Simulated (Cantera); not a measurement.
A closed system holds: 1 mol SiF4, 1.3 mol NH3, 37 mol H2, at 525 °C.

These are equilibrium values from Cantera (NASA tables, ideal gas, pure condensed phases), not measurements of a reactor. Candidate condensed phases: Si, Si3N4; 37 gas species. Rates play no part.

log p: log10 of the partial pressure in bar; n: condensed amount in mol.

```json
[
 {"P (Pa)": "5", "log p H2": "-4.32", "log p SiF4": "-5.91", "log p N2": "-6.10", "log p NH3": "-12.04", "log p HF": "-8.42", "log p SiHF3": "-9.28", "n Si3N4(s)": "0.000222"},
 {"P (Pa)": "17", "log p H2": "-3.79", "log p SiF4": "-5.38", "log p N2": "-5.57", "log p NH3": "-10.98", "log p HF": "-7.93", "log p SiHF3": "-8.71", "n Si3N4(s)": "0.000194"},
 {"P (Pa)": "59", "log p H2": "-3.25", "log p SiF4": "-4.84", "log p N2": "-5.02", "log p NH3": "-9.90", "log p HF": "-7.44", "log p SiHF3": "-8.12", "n Si3N4(s)": "0.000167"},
 {"P (Pa)": "210", "log p H2": "-2.70", "log p SiF4": "-4.29", "log p N2": "-4.47", "log p NH3": "-8.80", "log p HF": "-6.93", "log p SiHF3": "-7.53", "n Si3N4(s)": "0.000141"},
 {"P (Pa)": "710", "log p H2": "?", "log p SiF4": "?", "log p N2": "?", "log p NH3": "?", "log p HF": "?", "log p SiHF3": "?", "n Si3N4(s)": "?"},
 {"P (Pa)": "2400", "log p H2": "?", "log p SiF4": "?", "log p N2": "?", "log p NH3": "?", "log p HF": "?", "log p SiHF3": "?", "n Si3N4(s)": "?"},
 {"P (Pa)": "8400", "log p H2": "-1.09", "log p SiF4": "-2.68", "log p N2": "-2.87", "log p NH3": "-5.59", "log p HF": "-5.46", "log p SiHF3": "-5.79", "n Si3N4(s)": "7.37e-5"},
 {"P (Pa)": "29000", "log p H2": "-0.56", "log p SiF4": "-2.15", "log p N2": "-2.33", "log p NH3": "-4.52", "log p HF": "-4.97", "log p SiHF3": "-5.21", "n Si3N4(s)": "5.29e-5"},
 {"P (Pa)": "100000", "log p H2": "-0.02", "log p SiF4": "-1.61", "log p N2": "-1.80", "log p NH3": "-3.44", "log p HF": "-4.48", "log p SiHF3": "-4.62", "n Si3N4(s)": "0"}
]
```

**Question.** Complete the blanks.

**Answer.** 
- 710, log p H2: -2.17
- 710, log p SiF4: -3.76
- 710, log p N2: -3.94
- 710, log p NH3: -7.74
- 710, log p HF: -6.45
- 710, log p SiHF3: -6.95
- 710, n Si3N4(s): 0.000118
- 2400, log p H2: -1.64
- 2400, log p SiF4: -3.23
- 2400, log p N2: -3.42
- 2400, log p NH3: -6.68
- 2400, log p HF: -5.96
- 2400, log p SiHF3: -6.38
- 2400, n Si3N4(s): 9.55e-5
